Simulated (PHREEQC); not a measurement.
H3PO4 is added in steps, without added water, to 1 kg of water holding 7.1 mmol/kgw NiSO4 and 0.072 mmol/kgw NaOH, at 34 °C. O2 is buffered at 0.21 atm. CO2 is held at log p = -2 (atm). Only these solids could form: Ni(OH)2, NiCO3, Ni3(PO4)2, Ni4(OH)6SO4, Mirabilite, Morenosite, Nahcolite, Natron.

Base run: PHREEQC, ion-association model, wateq4f.dat. Each further column changes one thing. The table gives pH.

```csv
H3PO4 added (mol),base,temperature from 34 to 75 °C,NiSO4 from 0.0071 to 0.071 mol/kgw,NiSO4 replaced by NiCl2 at the same molality,no solid may form
0,5.42,5.61,5.15,5.37,5.42
0.004375,2.66,2.80,2.92,2.56,2.66
0.00875,2.42,2.54,2.65,2.34,2.42
0.01312,2.28,2.40,2.50,2.21,2.28
0.0175,2.19,2.31,2.40,2.13,2.19
0.02187,2.13,2.24,2.32,2.06,2.13
0.02625,2.07,2.18,2.26,2.01,2.07
0.03062,2.03,2.14,2.21,1.97,2.03
0.035,1.99,2.09,2.17,1.93,1.99
```

H3PO4, which wateq4f.dat lacks, is added to it with the constant of phreeqc.dat. The database has no phosphate complexes of Ni. Constants without temperature data keep their 25 °C values here. Solids allowed in the column 'NiSO4 replaced by NiCl2 at the same molality': Ni(OH)2, NiCO3, Ni3(PO4)2, Halite, Nahcolite, Natron.
